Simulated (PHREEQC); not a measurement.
## Polishing slurry liquid

A solution holds 0.016 mol/kgw TMAH, 0.00023 mol/kgw K2SO4, 0.00076 mol/kgw KH2PO4 and 0.00063 mol/kgw CO2, at 25 °C. Closed to the air; pH follows from the charge balance.

Equilibrium calculation in PHREEQC: ion-association model, phreeqc.dat.

```yaml
pH: 12.07
ionic_strength: 0.0196 mol/kgw
total_alkalinity: 16.0 meq/kg
```

| species | molality | activity | log γ |
|---|---|---|---|
| (CH3)4N+ | 0.0160 | 0.0139 | -0.060 |
| OH- | 0.0136 | 0.0118 | -0.062 |
| K+ | 0.00122 | 0.00106 | -0.061 |
| CO3-2 | 0.000622 | 0.000367 | -0.229 |
| PO4-3 | 0.000394 | 0.000113 | -0.543 |
| HPO4-2 | 0.000366 | 0.000214 | -0.232 |
| SO4-2 | 0.000229 | 0.000134 | -0.233 |
| HCO3- | 7.66e-6 | 6.72e-6 | -0.057 |
| KSO4- | 1.13e-6 | 9.95e-7 | -0.057 |
| KHPO4- | 5.05e-7 | 4.42e-7 | -0.057 |
| H2PO4- | 3.38e-9 | 2.96e-9 | -0.057 |

This is a speciation only: nothing precipitates in the calculation. Species that the database lacks are ignored. (CH3)4N+ isn't in the database: it is added as a free cation with an ion size of 4 Å.
